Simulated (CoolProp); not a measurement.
Model: reference Helmholtz-energy equation of state, Guder 2009, in CoolProp.

Q: Give the vapour pressure (MPa), enthalpy of vaporisation (kJ/kg), surface tension (mN/m), liquid viscosity (µPa s) of saturated sulfur hexafluoride at 286.6, 302.1 K.

A: 
```tsv
T (K)	p (MPa)	enthalpy of vaporisation (kJ/kg)	surface tension (mN/m)	liquid viscosity (µPa s)
286.6	1.78	73.3	2.89	145
302.1	2.59	56.6	1.24	106
```

Viscosity comes from a separate model (Quiñones-Cisneros 2012). Surface tension comes from a separate correlation (Mulero 2012).
